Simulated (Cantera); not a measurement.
What does this Cantera script print?

```python
import numpy as np
import cantera as ct

gas_names = """
    Ca CaO CaOH CaO2H2 Ca2 H HO2 H2 H2O H2O2 O OH O2 O3
""".split()
cond_names = """
    Ca(a) Ca(b) Ca(L) CaO(s) CaO(L) CaO2H2(s) H2O(s) H2O(L)
""".split()


# ... load() reads the species with a 1 bar reference pressure and builds the phases ...
atoms = {
    'Ca(OH)2': {'Ca': 1, 'O': 2, 'H': 2},
    'H2': {'H': 2},
    'O2': {'O': 2},
}
top_T = {}  # K; cautious upper limits of use, not melting points


# ... equilibrate(T, P, feed) seeds the gas with the atoms and calls Mixture.equilibrate('TP', solver="vcs", rtol=1e-11, max_steps=5000) ...
results = []
T = 725  # K
P = 1000  # Pa
for m in [0.14, 0.2, 0.28, 0.4, 0.57, 0.8, 1.1, 1.6]:
    feed = {'Ca(OH)2': 1, 'H2': 0.52, 'O2': m}  # mol
    mix = equilibrate(T, P, feed)
    results.append((T, P, feed, dict(zip(mix.species_names, mix.species_moles))))
    x = sorted(zip(gas.X, gas.species_names), reverse=True)
    print(f"T = {T:g} K  P = {P:g} Pa  n(O2) = {m:g} mol  gas = {mix.phase_moles(0):.4g} mol")
    print("   x: " + "  ".join(f"{s} {v:.3e}" for v, s in x if v > 1e-05))
    print("   condensed (mol): " + ("  ".join(f"{mix.phase(i).name} {mix.phase_moles(i):.4g}"
          for i in range(1, mix.n_phases) if mix.phase_moles(i) > 1e-12) or "none"))
```

Result:

```
T = 725 K  P = 1000 Pa  n(O2) = 0.14 mol  gas = 1.52 mol
   x: H2O 8.421e-01  H2 1.579e-01
   condensed (mol): CaO(s) 1
T = 725 K  P = 1000 Pa  n(O2) = 0.2 mol  gas = 1.52 mol
   x: H2O 9.211e-01  H2 7.895e-02
   condensed (mol): CaO(s) 1
T = 725 K  P = 1000 Pa  n(O2) = 0.28 mol  gas = 1.54 mol
   x: H2O 9.870e-01  O2 1.299e-02
   condensed (mol): CaO(s) 1
T = 725 K  P = 1000 Pa  n(O2) = 0.4 mol  gas = 1.66 mol
   x: H2O 9.157e-01  O2 8.434e-02
   condensed (mol): CaO(s) 1
T = 725 K  P = 1000 Pa  n(O2) = 0.57 mol  gas = 1.83 mol
   x: H2O 8.306e-01  O2 1.694e-01
   condensed (mol): CaO(s) 1
T = 725 K  P = 1000 Pa  n(O2) = 0.8 mol  gas = 2.06 mol
   x: H2O 7.379e-01  O2 2.621e-01
   condensed (mol): CaO(s) 1
T = 725 K  P = 1000 Pa  n(O2) = 1.1 mol  gas = 2.36 mol
   x: H2O 6.441e-01  O2 3.559e-01
   condensed (mol): CaO(s) 1
T = 725 K  P = 1000 Pa  n(O2) = 1.6 mol  gas = 2.86 mol
   x: H2O 5.315e-01  O2 4.685e-01
   condensed (mol): CaO(s) 1
```

These are equilibrium values from Cantera (NASA tables, ideal gas, pure condensed phases), not measurements of a reactor.
